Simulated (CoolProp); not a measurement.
Vapour-liquid equilibrium of R1234yf (1) + R134a (2) at 3.38 kPa; x and y are mole fractions of (1).

Computed with CoolProp (multi-fluid Helmholtz-energy mixture model, Lemmon 2022 and Tillner-Roth 1994; pair parameters Bell 2022).

### Question
Give the bubble temperature and the first vapour's composition at x = 0.05, 0.2, 0.65. Is there an azeotrope?

### Answer
x = 0.05: 191.4 K, y = 0.104; x = 0.2: 189.9 K, y = 0.328; x = 0.65: 187.7 K, y = 0.713. No azeotrope shows between x = 0.05 and 0.95.

Pair parameters are fitted to limited data, so mixtures are less certain than the pure fluids.
